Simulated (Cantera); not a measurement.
An adiabatic, constant-volume homogeneous reactor starts with 10.3 % CH4, 9.46 % CO, 16.9 % O2, 63.4 % N2, equivalence ratio 1.5, at 1473 K and 0.220 bar.

Detailed kinetics in Cantera: GRI-Mech 3.0 (53 species, 325 reactions).

Question: Predict: time of steepest temperature rise; temperature at 5.00 s; equilibrium temperature; x(CO) at 5.00 s; x(O2) at 5.00 s; x(HO2) at 5.00 s.

Answer: 
- time of steepest temperature rise = 5.61 ms
- temperature at 5.00 s = 2783 K
- equilibrium temperature = 2783 K
- x(CO) at 5.00 s = 0.132 (gas-phase equilibrium 0.132)
- x(O2) at 5.00 s = 0.00668 (gas-phase equilibrium 0.00668)
- x(HO2) at 5.00 s = 1.89e-6 (gas-phase equilibrium 1.89e-6)
